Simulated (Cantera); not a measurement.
Input (Python, Cantera) and output of one run.

```python
import numpy as np
import cantera as ct

gas_names = [...]  # 148 gases of nasa_gas.yaml made of Al, C, H, N, O
cond_names = """
    AL(cr) AL(L) ALN(s) AL2O3(a) AL2O3(L) C(gr) C6H6(L) C7H8(L) C8H18(L),n-octa H2O(s) H2O(L)
""".split()


# ... load() reads the species with a 1 bar reference pressure and builds the phases ...
atoms = {
    'Al(CH3)3': {'AL': 1, 'C': 3, 'H': 9},
    'NH3': {'N': 1, 'H': 3},
    'N2': {'N': 2},
    'N2O': {'N': 2, 'O': 1},
}
top_T = {'ALN(s)': 2750, 'C(gr)': 4500}  # K; cautious upper limits of use, not melting points


# ... equilibrate(T, P, feed) seeds the gas with the atoms and calls Mixture.equilibrate('TP', solver="vcs", rtol=1e-11, max_steps=5000) ...
results = []
feed = {'Al(CH3)3': 1, 'NH3': 390, 'N2': 75, 'N2O': 1.4}  # mol
P = 7700  # Pa
for T in [848, 923, 998, 1073, 1148, 1223, 1298, 1373, 1448, 1523, 1598]:
    mix = equilibrate(T, P, feed)
    results.append((T, P, feed, dict(zip(mix.species_names, mix.species_moles))))
    x = sorted(zip(gas.X, gas.species_names), reverse=True)
    print(f"T = {T:g} K  P = {P:g} Pa  gas = {mix.phase_moles(0):.4g} mol")
    print("   x: " + "  ".join(f"{s} {v:.3e}" for v, s in x if v > 0.001))
    print("   condensed (mol): " + ("  ".join(f"{mix.phase(i).name} {mix.phase_moles(i):.4g}"
          for i in range(1, mix.n_phases) if mix.phase_moles(i) > 1e-12) or "none"))
```

Output:

```
T = 848 K  P = 7700 Pa  gas = 857.8 mol
   x: H2 6.801e-01  N2 3.163e-01  CH4 3.497e-03
   condensed (mol): ALN(s) 0.06668  AL2O3(a) 0.4667
T = 923 K  P = 7700 Pa  gas = 857.8 mol
   x: H2 6.802e-01  N2 3.163e-01  CH4 3.497e-03
   condensed (mol): ALN(s) 0.06681  AL2O3(a) 0.4666
T = 998 K  P = 7700 Pa  gas = 857.9 mol
   x: H2 6.802e-01  N2 3.163e-01  CH4 3.475e-03
   condensed (mol): ALN(s) 0.06951  AL2O3(a) 0.4652  C(gr) 0.01224
T = 1073 K  P = 7700 Pa  gas = 859.5 mol
   x: H2 6.826e-01  N2 3.157e-01  CH4 1.648e-03
   condensed (mol): ALN(s) 0.08657  AL2O3(a) 0.4567  C(gr) 1.547
T = 1148 K  P = 7700 Pa  gas = 860.2 mol
   x: H2 6.835e-01  N2 3.154e-01
   condensed (mol): ALN(s) 0.175  AL2O3(a) 0.4125  C(gr) 2.085
T = 1223 K  P = 7700 Pa  gas = 860.9 mol
   x: H2 6.837e-01  N2 3.149e-01
   condensed (mol): ALN(s) 0.5448  AL2O3(a) 0.2276  C(gr) 1.832
T = 1298 K  P = 7700 Pa  gas = 861.6 mol
   x: H2 6.836e-01  N2 3.144e-01  CO 1.624e-03
   condensed (mol): ALN(s) 1  C(gr) 1.271
T = 1373 K  P = 7700 Pa  gas = 861.6 mol
   x: H2 6.837e-01  N2 3.143e-01  CO 1.624e-03
   condensed (mol): ALN(s) 1  C(gr) 1.282
T = 1448 K  P = 7700 Pa  gas = 861.7 mol
   x: H2 6.837e-01  N2 3.142e-01  CO 1.624e-03
   condensed (mol): ALN(s) 1  C(gr) 1.198
T = 1523 K  P = 7700 Pa  gas = 861.8 mol
   x: H2 6.836e-01  N2 3.141e-01  CO 1.624e-03
   condensed (mol): ALN(s) 1  C(gr) 1.01
T = 1598 K  P = 7700 Pa  gas = 861.8 mol
   x: H2 6.833e-01  N2 3.139e-01  CO 1.624e-03
   condensed (mol): ALN(s) 0.9999  C(gr) 0.6916
```

Method: chemical equilibrium by Gibbs-energy minimisation in Cantera with the NASA 1993 tables (ideal gas, pure condensed phases). The feed counts by its element totals alone. Mutual solubility and eutectic melting of coexisting phases are not modelled.
